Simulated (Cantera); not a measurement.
Feed: 1 mol Si, 1.7 mol O2, 72 mol N2, 20 mol NH3, held at 0.0133 bar.

Equilibrium computed with Cantera from the NASA thermochemical tables; the gas is ideal and each condensed phase is pure. Candidate condensed phases: H2O, Si, SiO2, Si2N2O, Si3N4; 35 gas species. The tables hold silica as quartz up to 1696 K and as liquid above; real silica turns to tridymite and cristobalite and melts near 1996 K. The numbers say what is thermodynamically allowed, not how fast it happens.

### Question
What share of the Si ends up in condensed phases as a function of T (°C), at 1377, 1427, 1477, 1527, 1577, 1627, 1677?

### Answer
| T (°C) | Si condensed (%) | as |
|---|---|---|
| 1377 | 98.5 | SiO2(β-quartz) |
| 1427 | 95.4 | SiO2(condensed) |
| 1477 | 87.4 | SiO2(condensed) |
| 1527 | 69.4 | SiO2(condensed) |
| 1577 | 35.0 | SiO2(condensed) |
| 1627 | 0.0 | - |
| 1677 | 0.0 | - |
